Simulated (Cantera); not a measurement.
Charge: 1 mol HCl, a varied amount of O2, held at 1950 K and 0.380 bar.

Cantera equilibrium calculation (NASA polynomials, part measured and part estimated; ideal gas, pure solids and liquids). Candidate condensed phases: H2O; 14 gas species. Kinetics and transport are ignored.

Question: At 3.3 mol O2, list the 7 most abundant gas species with their mole fractions, and the condensed phases.

Answer: O2 0.738, HCl 0.159, Cl 0.0620, H2O 0.0344, Cl2 0.00397, OH 0.00163, O 0.000629. Condensed: gas only.
